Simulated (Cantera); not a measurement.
A perfectly stirred reactor is fed with 1.86 % H2, 98.1 % O2, at 0.0267 bar; it is held at 1275 K, and followed from long to short residence time.

Computed with Cantera and GRI-Mech 3.0 (53 species, 325 reactions). Radical loss at walls, strong at low pressure, is not modelled.

x: mole fraction; the columns are a selection and need not sum to one.

```csv
τ (s),x H2,x O2,x HO2,x H2O2,x H2O,x H
3.7,1.93e-5,0.980,4.38e-7,2.21e-8,0.0186,…
1.5,3.29e-5,0.980,6.36e-7,2.89e-8,0.0185,…
0.62,5.48e-5,0.979,8.86e-7,3.63e-8,0.0184,…
0.25,9.21e-5,0.977,1.20e-6,4.43e-8,0.0182,…
0.10,0.000155,0.975,1.55e-6,5.24e-8,0.0179,…
0.043,0.000254,0.973,1.89e-6,6.02e-8,0.0175,…
0.018,0.000438,0.970,2.23e-6,7.00e-8,0.0170,…
0.0072,0.000825,0.968,2.57e-6,8.58e-8,0.0163,…
0.0030,0.00161,0.968,2.89e-6,1.10e-7,0.0151,…
0.0012,0.00333,0.968,3.15e-6,1.43e-7,0.0131,…
0.00050,0.00668,0.971,3.18e-6,1.59e-7,0.00970,…
```

Fill in the missing entries.


- 3.7, x H: 1.01e-5
- 1.5, x H: 2.42e-5
- 0.62, x H: 5.55e-5
- 0.25, x H: 0.000124
- 0.10, x H: 0.000261
- 0.043, x H: 0.000468
- 0.018, x H: 0.000752
- 0.0072, x H: 0.00108
- 0.0030, x H: 0.00138
- 0.0012, x H: 0.00156
- 0.00050, x H: 0.00141
